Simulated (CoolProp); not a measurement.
Computed with CoolProp (reference Helmholtz-energy equation of state, Zhou 2011).

Problem. Give the vapour pressure (bar), liquid density (kg/m³), vapour density (kg/m³), enthalpy of vaporisation (kJ/kg) of saturated dimethyl carbonate at 331.6, 420, 464.2 K.

Solution. 
```csv
T (K),p (bar),liquid density (kg/m³),vapour density (kg/m³),enthalpy of vaporisation (kJ/kg)
331.6,0.329,1020,1.09,397
420,4.66,888,13.2,333
464.2,11.5,811,32.2,291
```
